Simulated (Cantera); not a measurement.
An adiabatic, constant-volume homogeneous reactor starts with CH3OH : O2 : N2 = 1 : 2.42 : 9.1 (molar parts), equivalence ratio 0.62, at 1100 K and 5.00 bar.

Cantera simulation using GRI-Mech 3.0 (53 species, 325 reactions); the numbers are that mechanism's predictions, not measurements. GRI-Mech 3.0 was tuned for natural gas; its chemistry of methanol as a main component is partial and can be far from experiment.

**Question.** Predict: time of steepest temperature rise; temperature at 0.200 s; equilibrium temperature; x(O2) at 0.200 s; x(H2O) at 0.200 s; x(HO2) at 0.200 s; x(OH) at 0.200 s.

**Answer.** 
* **time of steepest temperature rise**: 17.0 ms
* **temperature at 0.200 s**: 2601 K
* **equilibrium temperature**: 2601 K
* **x(O2) at 0.200 s**: 0.0633 (gas-phase equilibrium 0.0633)
* **x(H2O) at 0.200 s**: 0.146 (gas-phase equilibrium 0.146)
* **x(HO2) at 0.200 s**: 1.70e-5 (gas-phase equilibrium 1.70e-5)
* **x(OH) at 0.200 s**: 0.00936 (gas-phase equilibrium 0.00936)
